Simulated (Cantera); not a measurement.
An isothermal plug-flow reactor at 450 K and 760 Torr (inlet), inlet velocity 1.2 m/s, active area per volume 3200 1/m; feed H₂ : O₂ : N₂ : H₂O = 0.002 : 0.054 : 0.79 : 0.0059 (molar parts).

Model: Deutschmann's 1995 Pt surface mechanism with GRI-Mech 3.0 gas chemistry, integrated in Cantera. Catalytic surfaces can have several steady states; this one follows from the mechanism file's or the stated starting coverage. Mass transfer to the wall is taken as infinitely fast.

What does this change do: pressure from 760 Torr to 263 Torr?


```json
[
 {"quantity": "x(H₂) at z = 0.014 m", "before": "4.67e-5", "after": "4.67e-5"},
 {"quantity": "x(O₂) at z = 0.014 m", "before": "0.0623", "after": "0.0623"},
 {"quantity": "x(H₂O) at z = 0.014 m", "before": "0.00924", "after": "0.00924"},
 {"quantity": "θ(free Pt) at the exit", "before": "0.00103", "after": "0.00103"},
 {"quantity": "θ(O*) at the exit", "before": "0.991", "after": "0.994"},
 {"quantity": "θ(OH*) at the exit", "before": "0.00807", "after": "0.00475"}
]
```

What does this change do: temperature 450 to 875 K?


```json
[
 {"quantity": "x(H₂) at z = 0.014 m", "before": "4.67e-5", "after": "<1e-12"},
 {"quantity": "x(O₂) at z = 0.014 m", "before": "0.0623", "after": "0.0623"},
 {"quantity": "x(H₂O) at z = 0.014 m", "before": "0.00924", "after": "0.00928"},
 {"quantity": "θ(free Pt) at the exit", "before": "0.00103", "after": "0.0958"},
 {"quantity": "θ(O*) at the exit", "before": "0.991", "after": "0.902"},
 {"quantity": "θ(OH*) at the exit", "before": "0.00807", "after": "0.00211"}
]
```
